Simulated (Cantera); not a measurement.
Transport properties of process gases

Gas mixture: 56.8 % C2H2, 43.2 % N2, at 22000 Pa, frozen composition.

Cantera's kinetic-theory transport with the Lennard-Jones parameters of GRI-Mech 3.0, ideal gas; thermal conductivity in the mixture-averaged form. The composition is frozen, though it would react at the higher temperatures.

```csv
T (K),ρ (kg/m³),cp (J/kg/K),μ (µPa s),λ (mW/m/K),Pr,D (cm²/s) H2,D (cm²/s) NO,D (cm²/s) CH3
400,0.178,1533,16.8,34.4,0.749,5.14,1.38,1.52
550,0.129,1673,21.5,47.4,0.758,8.82,2.40,2.66
700,0.102,1780,25.6,59.9,0.760,13.2,3.63,4.03
850,0.0837,1876,29.3,72.0,0.764,18.3,5.04,5.61
1000,0.0712,1961,32.8,83.7,0.768,23.9,6.62,7.39
1150,0.0619,2033,36.0,95.1,0.770,30.2,8.36,9.35
1300,0.0547,2096,39.1,106,0.772,37.0,10.3,11.5
```
D: mixture-averaged diffusion coefficient of that species in the mixture.
